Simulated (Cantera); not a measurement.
Input (Python, Cantera) and output of one run.

```python
import numpy as np
import cantera as ct

gas_names = [...]  # 45 gases of nasa_gas.yaml made of Al, Cl, H, N, O
cond_names = """
    AL(cr) AL(L) ALCL3(s) ALCL3(L) ALN(s) AL2O3(a) AL2O3(L) H2O(s) H2O(L) NH4CL(a) NH4CL(b)
""".split()


# ... load() reads the species with a 1 bar reference pressure and builds the phases ...
atoms = {
    'AlCl3': {'AL': 1, 'CL': 3},
    'H2O': {'H': 2, 'O': 1},
    'N2': {'N': 2},
}
top_T = {'ALN(s)': 2750}  # K; cautious upper limits of use, not melting points


# ... equilibrate(T, P, feed) seeds the gas with the atoms and calls Mixture.equilibrate('TP', solver="vcs", rtol=1e-11, max_steps=5000) ...
results = []
feed = {'AlCl3': 1, 'H2O': 0.76, 'N2': 13}  # mol
P = 750  # Pa
for T in [773, 923, 1073, 1223, 1373, 1523, 1673, 1823, 1973, 2123, 2273]:
    mix = equilibrate(T, P, feed)
    results.append((T, P, feed, dict(zip(mix.species_names, mix.species_moles))))

top = {s: max(r[3][s] / sum(r[3][g] for g in gas_names) for r in results) for s in gas_names}
cols = sorted((s for s in top if top[s] > 1e-05), key=lambda s: -top[s])[:7]
seen = [c for c in cond_names if any(r[3].get(c, 0) > 1e-12 for r in results)]
print("log10 of partial pressures in bar; condensed amounts in mol")
print(f"{'T/K':>10s}" + "".join(f"{s[:9]:>10s}" for s in cols + seen))
for T, P, feed, n in results:
    ng = sum(n[g] for g in gas_names)
    print(f"{T:10.4g}" + "".join(f"{np.log10(max(n[s] / ng * P / 1e5, 1e-99)):10.3f}" for s in cols)
          + "".join(f"{n.get(c, 0):10.4g}" for c in seen))
```

It prints:

```
log10 of partial pressures in bar; condensed amounts in mol
       T/K        N2       HCL        CL     ALCL3      ALCL     ALCL2         H  AL2O3(a)
       773    -2.187    -3.120   -10.245    -3.610   -22.721   -14.794   -16.935    0.2533
       923    -2.187    -3.120    -8.461    -3.608   -17.750   -11.906   -13.897    0.2533
      1073    -2.187    -3.120    -7.257    -3.608   -14.007    -9.747   -11.613    0.2533
      1223    -2.187    -3.120    -6.371    -3.608   -11.136    -8.097    -9.857    0.2533
      1373    -2.188    -3.121    -5.676    -3.609    -8.899    -6.813    -8.481    0.2533
      1523    -2.188    -3.123    -5.101    -3.611    -7.140    -5.803    -7.391    0.2533
      1673    -2.189    -3.129    -4.587    -3.629    -5.794    -5.031    -6.536    0.2533
      1823    -2.192    -3.135    -4.100    -3.702    -4.847    -4.505    -5.880     0.253
      1973    -2.199    -3.148    -3.680    -3.924    -4.216    -4.226    -5.335    0.2518
      2123    -2.210    -3.178    -3.405    -4.460    -3.851    -4.249    -4.798    0.2477
      2273    -2.219    -3.246    -3.263    -5.300    -3.715    -4.547    -4.276    0.2386
```

Equilibrium computed with Cantera from the NASA thermochemical tables; the gas is ideal and each condensed phase is pure. The tables' values for AlCl2 are old estimates; treat these amounts as uncertain. Condensed phases not in the tables: AlOCl.
